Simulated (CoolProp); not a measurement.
Vapour-liquid equilibrium of ethane (1) + propane (2) at 213.6 K; x and y are mole fractions of (1).

The numbers come from the multi-fluid Helmholtz-energy mixture model, Bücker 2006 and Lemmon 2009; pair parameters Kunz 2012 in CoolProp.

```
x     bubble pressure (kPa)  y at the bubble point  dew pressure at overall composition x (kPa)  liquid density (mol/L)
----  ---------------------  ---------------------  -------------------------------------------  ----------------------
0.05                  59.57                  0.297                                        45.77                   13.77
0.15                  90.87                  0.581                                        50.51                   14.06
0.25                  122.2                  0.721                                        56.33                   14.37
0.35                  154.1                  0.805                                        63.66                   14.68
0.45                  187.0                  0.862                                        73.16                   14.99
0.55                  221.0                  0.903                                        85.95                   15.31
0.65                  256.1                  0.935                                        104.1                   15.64
0.75                  292.3                  0.959                                        131.7                   15.97
0.85                  329.3                  0.978                                        178.9                   16.30
0.95                  366.8                  0.993                                        277.8                   16.64
```

No azeotrope shows between x = 0.05 and 0.95.

Pair parameters are fitted to limited data, so mixtures are less certain than the pure fluids.
